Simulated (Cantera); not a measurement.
## Equilibrium for silicon oxide and oxynitride deposition: HMDSO + CO₂ + H₂

Input: 1 mol HMDSO, a varied amount of CO₂, 0.22 mol H₂, held at 748 K and 1000 Pa.

These are equilibrium values from Cantera (NASA tables, ideal gas, pure condensed phases), not measurements of a reactor. Candidate condensed phases: C, C₆H₆, C₇H₈, C₈H₁₈, H₂O, Si, SiC, SiO₂; 123 gas species. The feed counts by its element totals alone. Kinetics and transport are ignored.

```tsv
n(CO₂) (mol)	x H₂	x CO₂	x CO	x H₂O	x CH₄	x C₂H₆	n C(graphite)	n SiO₂(α-quartz)
2.7	0.789	0.0424	0.0841	0.0639	0.0206	5.12e-9	7.18	2.00
4.1	0.658	0.108	0.134	0.0852	0.0144	2.97e-9	7.04	2.00
5.6	0.561	0.170	0.168	0.0909	0.0104	1.84e-9	6.83	2.00
7.1	0.489	0.221	0.192	0.0905	0.00793	1.22e-9	6.59	2.00
8.6	0.434	0.263	0.209	0.0876	0.00624	8.52e-10	6.34	2.00
10	0.393	0.296	0.222	0.0841	0.00511	6.31e-10	6.10	2.00
12	0.346	0.335	0.236	0.0788	0.00396	4.31e-10	5.74	2.00
13	0.326	0.352	0.242	0.0762	0.00353	3.62e-10	5.55	2.00
14	0.309	0.367	0.247	0.0737	0.00316	3.07e-10	5.37	2.00
16	0.279	0.393	0.256	0.0689	0.00258	2.27e-10	4.99	2.00
17	0.266	0.405	0.260	0.0667	0.00235	1.97e-10	4.80	2.00
19	0.244	0.425	0.266	0.0626	0.00197	1.51e-10	4.42	2.00
```
x: gas mole fraction; n: condensed amount in mol.

From 2.7 mol CO₂ to 19 mol CO₂ the condensed part is C(graphite) + SiO₂(α-quartz).
